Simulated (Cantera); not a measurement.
A closed system holds: 1 mol Ta, 1.8 mol CH₄, 2.8 mol N₂, 17 mol N₂O, held at 2748 K and 0.200 Pa.

Method: chemical equilibrium by Gibbs-energy minimisation in Cantera with the NASA 1993 tables (ideal gas, pure condensed phases). Candidate condensed phases: C, C₆H₆, C₇H₈, C₈H₁₈, H₂O, Ta, TaC, Ta₂O₅; 139 gas species. The numbers say what is thermodynamically allowed, not how fast it happens.

Base state: N₂ 0.451, O 0.319, H 0.164, CO 0.0411, TaO 0.0187, TaO₂ 0.00415, N 0.00112, NO 0.000577 (mole fractions); condensed: gas only.

**Question.** What changes in the equilibrium state with this change: CH₄ from 1.8 to 0.45 mol?

**Answer.** 
| species | before | after |
|---|---|---|
| N₂ | 0.451 | 0.515 |
| O | 0.319 | 0.398 |
| H | 0.164 | 0.0469 |
| CO | 0.0411 | 0.0117 |
| TaO | 0.0187 | 0.0204 |
| H₂ | 1.17e-5 | 9.53e-7 |
| OH | 3.59e-5 | 1.28e-5 |

**Question.** What changes in the equilibrium state with this change: pressure from 0.200 Pa to 13.3 mbar?

**Answer.** 
```tsv
species	before	after
N₂	0.451	0.551
O	0.319	0.110
O₂	0.000105	0.0834
H	0.164	0.0743
H₂O	9.54e-9	0.0300
CO₂	4.89e-6	0.0110
H₂	1.17e-5	0.0160
OH	3.59e-5	0.0374
TaO	0.0187	5.51e-5
NO	0.000577	0.0180
TaO₂	0.00415	0.0282
CO	0.0411	0.0400
N	0.00112	1.52e-5
```
